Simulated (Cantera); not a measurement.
# Stirred combustor or abatement burner

A perfectly stirred reactor is fed with 7.19 % CH4, 19.4 % O2, 73.4 % N2, equivalence ratio 0.74, at 580000 Pa; it is adiabatic with a 575 K inlet, and is followed from long to short residence time, starting on the burning branch (τ in s: 0.17, 0.052, 0.016, 0.0049, 0.0015, 0.00046, 0.00014, 4.4e-05, 1.3e-05, 4.1e-06).

Model: GRI-Mech 3.0 (53 species, 325 reactions), integrated in Cantera.

```tsv
τ (s)	T (K)	x CH4	x O2	x CH2O	x CH3	x CO	x C2H2	x HCN
0.17	2107	7.61e-7	0.0494	1.04e-7	2.75e-7	0.000441	1.60e-11	4.72e-8
0.052	2108	2.39e-6	0.0498	3.31e-7	8.67e-7	0.000500	1.51e-10	6.35e-8
0.016	2107	7.10e-6	0.0501	1.00e-6	2.58e-6	0.000665	1.19e-9	7.74e-8
0.0049	2101	1.92e-5	0.0503	2.80e-6	6.91e-6	0.00111	6.73e-9	9.90e-8
0.0015	2088	4.62e-5	0.0508	7.03e-6	1.61e-5	0.00217	2.44e-8	1.42e-7
0.00046	2060	0.000107	0.0519	1.65e-5	3.45e-5	0.00442	6.66e-8	2.25e-7
0.00014	2007	0.000259	0.0545	3.91e-5	7.39e-5	0.00892	1.75e-7	3.83e-7
4.4e-5	1911	0.000779	0.0607	0.000104	0.000181	0.0179	6.64e-7	6.76e-7
1.3e-5	575	0.0719	0.194	<1e-12	<1e-12	<1e-12	<1e-12	<1e-12
4.1e-6	575	0.0719	0.194	<1e-12	<1e-12	<1e-12	<1e-12	<1e-12
```
x: mole fraction; the columns are a selection and need not sum to one.
